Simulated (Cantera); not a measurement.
**Equilibrium for silicon etching in halogen gases: Si + HBr**

A closed system holds: 1 mol Si, 9 mol HBr, held at 10.0 Torr.

These are equilibrium values from Cantera (NASA tables, ideal gas, pure condensed phases), not measurements of a reactor. Candidate condensed phases: Br2, Si; 19 gas species. The tables' values for SiBr3, SiBr are old estimates; treat these amounts as uncertain. The numbers say what is thermodynamically allowed, not how fast it happens.

```tsv
T (K)	x HBr	x H2	x SiBr4	x SiBr2	x Br
450	0.625	0.250	0.125	<1e-12	<1e-12
600	0.625	0.250	0.125	<1e-12	2.30e-10
750	0.625	0.250	0.125	2.22e-10	9.62e-8
900	0.625	0.250	0.125	4.11e-7	5.48e-6
1050	0.625	0.249	0.124	8.42e-5	9.98e-5
1200	0.632	0.243	0.117	0.00399	0.000907
1350	0.676	0.199	0.0720	0.0376	0.00590
1500	0.708	0.151	0.0201	0.0826	0.0279
1650	0.660	0.153	0.00288	0.0994	0.0797
```
x: gas mole fraction; nothing condenses.

From 450 K to 1650 K nothing is condensed. The main Si-bearing gas is SiBr4 at 450 K and SiBr2 at 1650 K.
